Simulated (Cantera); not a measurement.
**Gas-phase reforming**

An isothermal, constant-pressure homogeneous reactor starts with 44.2 % CH₄, 38.5 % CO₂, 17.3 % H₂, at 1723 K and 0.849 atm.

Model: GRI-Mech 3.0 (53 species, 325 reactions), integrated in Cantera.

| t (s) | x CH₄ | x CO₂ | x H₂ | x O | x HCO |
|---|---|---|---|---|---|
| 1.00e-6 | 0.442 | 0.385 | 0.173 | 1.97e-12 | <1e-12 |
| 4.33e-6 | 0.442 | 0.385 | 0.173 | 2.13e-12 | <1e-12 |
| 1.87e-5 | 0.442 | 0.385 | 0.173 | 4.34e-12 | 4.18e-11 |
| 8.11e-5 | 0.440 | 0.384 | 0.173 | 2.23e-11 | 4.72e-9 |
| 0.000351 | 0.428 | 0.381 | 0.180 | 6.32e-11 | 4.13e-8 |
| 0.00152 | 0.367 | 0.355 | 0.223 | 8.57e-11 | 4.11e-8 |
| 0.00658 | 0.225 | 0.266 | 0.310 | 1.17e-10 | 2.43e-8 |
| 0.0285 | 0.0740 | 0.0977 | 0.332 | 2.07e-10 | 1.87e-8 |
| 0.123 | 0.0252 | 0.0369 | 0.377 | 2.33e-10 | 2.37e-8 |
| 0.534 | 0.0163 | 0.0207 | 0.458 | 1.54e-10 | 3.00e-8 |
| 2.31 | 0.00867 | 0.00698 | 0.525 | 6.63e-11 | 3.63e-8 |
| 10.0 | 0.00496 | 0.000947 | 0.554 | 1.05e-11 | 3.94e-8 |
x: mole fraction; the columns are a selection and need not sum to one.

Equilibrium at this temperature and pressure: CH₄ 0.00436, CO₂ 1.13e-6, H₂ 0.559, O <1e-12, HCO 3.99e-8 (gas phase only).
